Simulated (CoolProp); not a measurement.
Acetone along the isotherm 276.85 °C: fugacity coefficient from the reference equation and from simpler models built on Tc = 235.0 °C, pc = 4692 kPa, ω = 0.307; each cubic takes its own stable root.

Computed with CoolProp (reference Helmholtz-energy equation of state, Lemmon 2006). It is a short technical equation, of lower accuracy than the large ones.

| p (kPa) | phase | reference | van der Waals | Redlich-Kwong | Soave-Redlich-Kwong |
|---|---|---|---|---|---|
| 3910 | gas | 0.7699 | 0.7985 | 0.7847 | 0.7958 |
| 7820 | supercritical | 0.5692 | 0.5896 | 0.5834 | 0.6099 |
| 11700 | supercritical | 0.4351 | 0.4744 | 0.4614 | 0.4895 |
| 15600 | supercritical | 0.3644 | 0.4198 | 0.3984 | 0.4255 |
| 19600 | supercritical | 0.3220 | 0.3916 | 0.3618 | 0.3880 |
| 23500 | supercritical | 0.2959 | 0.3788 | 0.3406 | 0.3664 |
| 27400 | supercritical | 0.2786 | 0.3750 | 0.3279 | 0.3537 |
| 31300 | supercritical | 0.2670 | 0.3776 | 0.3210 | 0.3469 |
| 35200 | supercritical | 0.2594 | 0.3849 | 0.3181 | 0.3444 |
| 39100 | supercritical | 0.2546 | 0.3963 | 0.3183 | 0.3451 |
| 43000 | supercritical | 0.2520 | 0.4113 | 0.3209 | 0.3485 |
| 46900 | supercritical | 0.2512 | 0.4296 | 0.3257 | 0.3540 |
